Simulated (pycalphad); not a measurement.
Effect of Si content in Cu-Si

Computed with pycalphad from the COST 507 light-alloy database (1999), at 1 atm. The data set is of 1999 and partly superseded. Phase fractions are per mole of atoms.

```
alloy           liquidus (°C)   first solid  solidus (°C)                     phases at 417 °C
--------------  -------------  ------------  ------------  -----------------------------------
Cu-12Si (at.%)            923           fcc           852        CU56SI11_GAMMA 0.50, fcc 0.50
Cu-16Si (at.%)            848           bcc           836        CU56SI11_GAMMA 0.95, fcc 0.05
Cu-24Si (at.%)            858   CU19SI6_ETA           858                     CU19SI6_ETA 1.00
Cu-64Si (at.%)           1177  diamond (Si)           800  diamond (Si) 0.53, CU19SI6_ETA 0.47
```

Database names, with the compositions (at.%) that they take in these runs: CU56SI11_GAMMA: Cu 84 Si 16; CU19SI6_ETA: Cu 76 Si 24.
